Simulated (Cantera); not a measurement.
Charge: 1 mol CH3Cl, 0.021 mol F2, held at 3.20e-5 bar.

Cantera equilibrium calculation (NASA polynomials, part measured and part estimated; ideal gas, pure solids and liquids). Candidate condensed phases: C, C6H6, C7H8, C8H18; 135 gas species. Ions and electrons are included (thermal ionisation). Equilibrium is a limit: real reactors are often held back by kinetics, nucleation or transport.

Problem. Which condensed phases are stable at each of these points (T (°C)): 1727, 2227, 2727, 3227, 3727, 4227, 4727?

Solution. 
| T (°C) | condensed phases | C condensed (%) |
|---|---|---|
| 1727 | C(graphite) | 99.9 |
| 2227 | C(graphite) | 77.7 |
| 2727 | gas only | 0.0 |
| 3227 | gas only | 0.0 |
| 3727 | gas only | 0.0 |
| 4227 | gas only | 0.0 |
| 4727 | gas only | 0.0 |

From 1727 °C to 2227 °C the condensed part is C(graphite). From 2727 °C to 4727 °C nothing is condensed.
